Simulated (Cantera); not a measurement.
Feed: 1 mol TiO2, 2.8 mol MgCl2, 0.21 mol O2, held at 520 Pa.

These are equilibrium values from Cantera (NASA tables, ideal gas, pure condensed phases), not measurements of a reactor. Candidate condensed phases: Mg, MgCl2, MgO, MgTiO3, MgTi2O5, Mg2TiO4, Ti, TiCl2, TiCl3, TiCl4, TiO, TiO2, Ti2O3, Ti3O5, Ti4O7; 20 gas species. Mutual solubility and eutectic melting of coexisting phases are not modelled. Condensed phases not in the tables: TiOCl, alloys, solid solutions and most ternary compounds. The numbers say what is thermodynamically allowed, not how fast it happens.

Task: What share of the Ti ends up in condensed phases as a function of T (K), at 1073, 1173, 1273, 1373, 1473, 1573, 1673, 1773, 1873?

Result: 
| T (K) | Ti condensed (%) | as |
|---|---|---|
| 1073 | 80.7 | MgTiO3(s) |
| 1173 | 80.7 | MgTiO3(s) |
| 1273 | 87.1 | MgTiO3(s) + MgTi2O5(s) |
| 1373 | 96.8 | MgTi2O5(s) |
| 1473 | 96.8 | MgTi2O5(s) + TiO2(rutile) |
| 1573 | 99.1 | MgTi2O5(s) + TiO2(rutile) |
| 1673 | 99.7 | MgTi2O5(s) + TiO2(rutile) |
| 1773 | 99.8 | MgTi2O5(s) + TiO2(rutile) |
| 1873 | 99.8 | MgTi2O5(s) + TiO2(rutile) |
